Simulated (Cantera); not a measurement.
# Equilibrium for chemical vapour transport: Fe3O4 + HCl + H2

Feed: 1 mol Fe3O4, 1.3 mol HCl, 0.99 mol H2, at 802 °C and 0.180 bar.

Method: chemical equilibrium by Gibbs-energy minimisation in Cantera with the NASA 1993 tables (ideal gas, pure condensed phases). Candidate condensed phases: Fe, FeCl2, FeCl3, FeO, Fe(OH)2, Fe(OH)3, Fe2O3, Fe3O4, H2O; 22 gas species. Mutual solubility and eutectic melting of coexisting phases are not modelled. The tables' stoichiometric FeO is somewhat more stable than real wüstite, so its field is too wide. FeO: taken at fixed stoichiometry. Rates play no part.

The x(HCl) is 0.505. The x(H2O) comes out as 0.438 and the x(FeCl2) comes out as 0.0304. The x(H2) is 0.0262 and the x(Fe2Cl4) comes out as 0.000572. The x(FeCl3) is 5.37e-5. The n(FeO(s)) is 2.72 mol, the n(Fe3O4(s)) is 0.0699 mol and the gas amount is 2.289 mol. The log10 activity of FeCl2(l) (absent) is -1.08 and the log10 activity of Fe(α) (absent) is -1.89. The log10 activity of Fe(OH)2(s) (absent) is -6.11.
